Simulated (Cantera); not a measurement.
## Boron, boron nitride and boron oxide: BF₃ + O₂

Charge: 1 mol BF₃, 2.9 mol O₂, at 1.00 Torr.

Cantera equilibrium calculation (NASA polynomials, part measured and part estimated; ideal gas, pure solids and liquids). Candidate condensed phases: B, B₂O₃; 21 gas species. Kinetics and transport are ignored.

| T (K) | log p O₂ | log p BF₃ | log p F | log p BOF | log p O | log p BOF₂ | log p BF₂ | log p FO |
|---|---|---|---|---|---|---|---|---|
| 1348 | -3.00 | -3.47 | -7.09 | -7.41 | -7.89 | -8.62 | -12.43 | -12.23 |
| 1398 | -3.00 | -3.47 | -6.77 | -7.08 | -7.54 | -8.41 | -11.89 | -11.87 |
| 1448 | -3.00 | -3.47 | -6.47 | -6.78 | -7.21 | -8.22 | -11.38 | -11.53 |
| 1498 | -3.00 | -3.47 | -6.19 | -6.49 | -6.91 | -8.04 | -10.90 | -11.22 |
| 1548 | -3.00 | -3.47 | -5.92 | -6.23 | -6.62 | -7.87 | -10.46 | -10.93 |
| 1598 | -3.00 | -3.47 | -5.68 | -5.98 | -6.35 | -7.71 | -10.04 | -10.65 |
| 1648 | -3.01 | -3.47 | -5.44 | -5.75 | -6.10 | -7.56 | -9.65 | -10.40 |
| 1698 | -3.01 | -3.47 | -5.23 | -5.53 | -5.86 | -7.42 | -9.29 | -10.16 |
| 1748 | -3.01 | -3.48 | -5.02 | -5.33 | -5.64 | -7.29 | -8.95 | -9.93 |
| 1798 | -3.01 | -3.48 | -4.83 | -5.13 | -5.43 | -7.17 | -8.62 | -9.72 |
log p: log10 of the partial pressure in bar; nothing condenses.

From 1348 K to 1798 K nothing is condensed. The main B-bearing gas is BF₃ throughout.
